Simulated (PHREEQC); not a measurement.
Consider water at 35 °C with 0.02 mol NaH2PO4, 0.0067 mol NaF and 0.14 mol NaCl per kg of water. Closed to the air; pH follows from the charge balance.

Equilibrium calculation in PHREEQC: ion-association model, wateq4f.dat.

This is a speciation only: nothing precipitates in the calculation.

Q: Estimate the pH, activity of water.

A: pH 4.76; activity of water 0.994.

Q: In which forms is F present?

A: F- 93 %, NaF 4.6 %, HF 2.0 % of the F.

H3PO4, which wateq4f.dat lacks, is added to it with the constant of phreeqc.dat.
